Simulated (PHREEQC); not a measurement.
Make-up at 80 °C and 300 atm: 0.0004 mol/kgw PbCl2, 0.0066 mol/kgw KNO3 and 0.0032 mol/kgw Cu(NO3)2. Closed to the air; pH follows from the charge balance.

All values are PHREEQC results (ion-association model, phreeqc.dat), not measurements.

```json
{
  "pH": "4.46",
  "ionic_strength": "0.0172 mol/kgw",
  "specific_conductance": "4090 µS/cm"
}
```

```tsv
species	molality	activity	log γ
NO3-	0.0130	0.0112	-0.065
K+	0.00660	0.00570	-0.063
Cu+2	0.00313	0.00183	-0.232
Cl-	0.000748	0.000647	-0.063
Pb+2	0.000339	0.000192	-0.248
PbNO3+	4.36e-5	3.78e-5	-0.062
H+	3.89e-5	3.44e-5	-0.053
CuCl+	3.56e-5	3.08e-5	-0.062
Cu2(OH)2+2	1.90e-5	1.08e-5	-0.248
```

Precipitation was switched off in this run. Complexes and solids missing from the database can't appear. Under pressure, the constants of complexes without a molar volume in the database are unreliable. Constants without temperature data keep their 25 °C values here.
